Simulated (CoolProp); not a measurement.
Vapour-liquid equilibrium of toluene (1) + n-nonane (2) at 430.3 K; x and y are mole fractions of (1).

Model: multi-fluid Helmholtz-energy mixture model, Lemmon 2006 and Lemmon 2006; pair parameters Bell 2016, in CoolProp.

Question: Give the bubble pressure and the first vapour's composition at x = 0.125, 0.425, 0.8. Is there an azeotrope?

Answer: x = 0.125: 1.517 bar, y = 0.296; x = 0.425: 2.202 bar, y = 0.660; x = 0.8: 2.895 bar, y = 0.894. No azeotrope shows between x = 0.05 and 0.95.

The pair parameters rest on a limited set of measurements; away from them the model extrapolates.
